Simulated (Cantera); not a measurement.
A perfectly stirred reactor is fed with 10.8 % CH4, 2.49 % C2H6, 0.423 % C3H8, 18.1 % O2, 68.0 % N2, 0.163 % H2O, equivalence ratio 1.8, at 160000 Pa; it is adiabatic with a 550 K inlet, and is followed from long to short residence time, starting on the burning branch (τ in s: 0.22, 0.076, 0.027, 0.0095, 0.0034, 0.0012, 0.00042, 0.00015, 5.2e-05, 1.9e-05, 6.5e-06).

Cantera simulation using GRI-Mech 3.0 (53 species, 325 reactions); the numbers are that mechanism's predictions, not measurements.

x: mole fraction; the columns are a selection and need not sum to one.

```csv
τ (s),T (K),x CH4,x C2H6,x C3H8,x C2H2,x C2H4,x CH2O
0.22,1913,0.00293,1.25e-6,(withheld),0.00220,1.50e-5,2.21e-6
0.076,1921,0.00427,3.41e-6,(withheld),0.00404,3.58e-5,4.62e-6
0.027,1926,0.00563,8.49e-6,(withheld),0.00598,7.78e-5,9.32e-6
0.0095,1924,0.00700,2.09e-5,(withheld),0.00766,0.000167,1.87e-5
0.0034,1910,0.00853,5.24e-5,(withheld),0.00877,0.000356,3.74e-5
0.0012,1868,0.0112,0.000157,(withheld),0.00912,0.000858,8.21e-5
0.00042,550,0.108,0.0249,0.00423,<1e-12,<1e-12,<1e-12
0.00015,550,0.108,0.0249,0.00423,<1e-12,<1e-12,<1e-12
5.2e-5,550,0.108,0.0249,0.00423,<1e-12,<1e-12,<1e-12
1.9e-5,550,0.108,0.0249,0.00423,<1e-12,<1e-12,<1e-12
6.5e-6,550,0.108,0.0249,0.00423,<1e-12,<1e-12,<1e-12
```

**Question.** What belongs in the gaps?

**Answer.** 
- 0.22, x C3H8: 4.04e-8
- 0.076, x C3H8: 1.08e-7
- 0.027, x C3H8: 2.78e-7
- 0.0095, x C3H8: 7.32e-7
- 0.0034, x C3H8: 1.97e-6
- 0.0012, x C3H8: 6.20e-6
